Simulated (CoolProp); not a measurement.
The fluid at 298.15 K and 0.331 MPa is throttled through a valve to 0.0134 MPa with no heat exchange. The same conditions are run with several fluids, on thermodynamics alone (safety and materials aside).

Computed with CoolProp (reference Helmholtz-energy equation of state of each fluid (oxygen: Schmidt 1985; CH2F2 (R32): Tillner-Roth 1997; CF4 (R14): Platzer 1990; dry air: Lemmon 2000; propane: Lemmon 2009)). The equations of Platzer and Polt are older, rougher fits. Blends and air are pseudo-pure fits.

Q: Rank oxygen, CH2F2 (R32), CF4 (R14), dry air, propane by temperature change (K), highest first.

A: dry air (-0.7), oxygen (-0.9), CF4 (R14) (-1.8), propane (-5.7), CH2F2 (R32) (-8.5)

```tsv
fluid	final density (kg/m³)
oxygen	0.173
CH2F2 (R32)	0.290
CF4 (R14)	0.479
dry air	0.157
propane	0.244
```
